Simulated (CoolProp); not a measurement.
Aqueous magnesium chloride as a coolant, 28 % by mass, freezing at -74.7 °C, 1 atm.

Model: Melinder's fits for secondary coolants, in CoolProp.

```tsv
T (°C)	density (kg/m³)	conductivity (W/(m K))	cp (kJ/(kg K))	viscosity (mPa s)
-19.8	1308	0.403	2.717	4900
-11.8	1301	0.426	2.718	2290
-3.8	1293	0.448	2.718	1120
4.1	1285	0.469	2.716	591
12.1	1277	0.489	2.710	335
20.1	1269	0.508	2.699	211
28.1	1263	0.527	2.680	151
36	1258	0.544	2.653	124
```
